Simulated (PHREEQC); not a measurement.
Solution (90 °C): 0.058 mol/kgw H2SO4, 9.2e-05 mol/kgw AlCl3 and 0.00036 mol/kgw CuCl2. Closed to the air; pH follows from the charge balance.

The numbers come from PHREEQC with the ion-association model, phreeqc.dat.

Each row changes one thing in this solution. This is a speciation only: nothing precipitates in the calculation.

```csv
case,pH,ionic strength (mol/kgw),Cu+2 (mol/kgw),Al+3 (mol/kgw),CuCl+ (mol/kgw),AlOH+2 (mol/kgw),SI of Gibbsite (Al(OH)3)
as made,1.29,0.0674,0.000302,2.74e-5,4.38e-6,9.91e-8,-6.57
H2SO4 left out,3.86,0.00139,0.000349,?,1.05e-5,2.34e-5,+1.28
AlCl3 from 9.2e-05 to 4.6e-05 mol/kgw,1.29,0.0673,0.000302,1.37e-5,?,4.95e-8,?
0.0045 mol/kgw HBr added,1.26,0.0716,0.000305,2.92e-5,4.36e-6,9.80e-8,-6.64
diluted 100-fold with water,3.03,0.00140,3.33e-6,3.09e-7,1.01e-9,?,-2.73
H2SO4 from 0.058 to 0.0116 mol/kgw,1.91,0.0172,0.000293,?,6.10e-6,4.36e-7,-4.52
```

Q: Fill in the missing entries.

A: 
- H2SO4 left out, Al+3 (mol/kgw): 9.59e-6
- AlCl3 from 9.2e-05 to 4.6e-05 mol/kgw, CuCl+ (mol/kgw): 3.78e-6
- AlCl3 from 9.2e-05 to 4.6e-05 mol/kgw, SI of Gibbsite (Al(OH)3): -6.87
- diluted 100-fold with water, AlOH+2 (mol/kgw): 1.10e-7
- H2SO4 from 0.058 to 0.0116 mol/kgw, Al+3 (mol/kgw): 2.27e-5

Species that the database lacks are ignored. Some of these states are supersaturated (in Gibbsite (slow to form), for instance). Constants without temperature data keep their 25 °C values here.
